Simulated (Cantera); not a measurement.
Equilibrium for iron carbonyl, mercury and lead vapours: PbO + H2 + N2

Feed: 1 mol PbO, 0.14 mol H2, a varied amount of N2, at 1000 °C and 2.50 mbar.

Equilibrium computed with Cantera from the NASA thermochemical tables; the gas is ideal and each condensed phase is pure. Candidate condensed phases: H2O, Pb, PbO, PbO2, Pb3O4; 27 gas species. Gases not in the tables: (PbO)n polymers. Rates play no part.

| n(N2) (mol) | x N2 | x PbO | x Pb | x H2O | x O2 | n PbO(l) |
|---|---|---|---|---|---|---|
| 2.8 | 0.803 | 0.112 | 0.0436 | 0.0401 | 0.00174 | 0.458 |
| 5.4 | 0.833 | 0.112 | 0.0293 | 0.0216 | 0.00384 | 0.0852 |
| 8 | 0.872 | 0.0862 | 0.0228 | 0.0153 | 0.00376 | 0 |
| 11 | 0.903 | 0.0640 | 0.0181 | 0.0115 | 0.00329 | 0 |
| 13 | 0.917 | 0.0545 | 0.0160 | 0.00987 | 0.00305 | 0 |
| 16 | 0.931 | 0.0445 | 0.0137 | 0.00814 | 0.00277 | 0 |
| 18 | 0.938 | 0.0395 | 0.0126 | 0.00729 | 0.00262 | 0 |
| 21 | 0.946 | 0.0339 | 0.0112 | 0.00631 | 0.00242 | 0 |
| 24 | 0.952 | 0.0296 | 0.0101 | 0.00555 | 0.00226 | 0 |
| 26 | 0.956 | 0.0272 | 0.00952 | 0.00515 | 0.00217 | 0 |
| 29 | 0.960 | 0.0244 | 0.00876 | 0.00463 | 0.00204 | 0 |
x: gas mole fraction; n: condensed amount in mol.

From 2.8 mol N2 to 5.4 mol N2 the condensed part is PbO(l). From 8 mol N2 to 29 mol N2 nothing is condensed.
